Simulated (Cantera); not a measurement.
Cantera with NASA thermochemical tables; ideal gases at 1 bar, condensed phases pure. Values are per mole of reaction as written; species without (g) are pure solids or liquids, kept so even where they would boil at 1 bar.

3 O₂(g) + 2 N₂O(g) ⇌ 4 NO₂(g), with ΔH° = -26.5 kJ and ΔS° = -94.9 J/K at 300 K.

Problem. How far is the shortcut ΔG° ≈ ΔH°(300 K) − T·ΔS°(300 K) from the full temperature-dependent value at 1025, 1225, 1425, 1625, 1825, 2025, 2225 K?

Solution. 
| T (K) | shortcut (kJ) | full (kJ) | difference (kJ) | difference in log10 K |
|---|---|---|---|---|
| 1025 | 70.8 | 76.9 | -6.1 | 0.31 |
| 1225 | 89.8 | 98.2 | -8.4 | 0.36 |
| 1425 | 108.8 | 119.6 | -10.9 | 0.40 |
| 1625 | 127.7 | 141.1 | -13.4 | 0.43 |
| 1825 | 146.7 | 162.7 | -16.0 | 0.46 |
| 2025 | 165.7 | 184.3 | -18.6 | 0.48 |
| 2225 | 184.7 | 206.0 | -21.3 | 0.50 |
The shortcut ignores the heat-capacity change of the reaction.
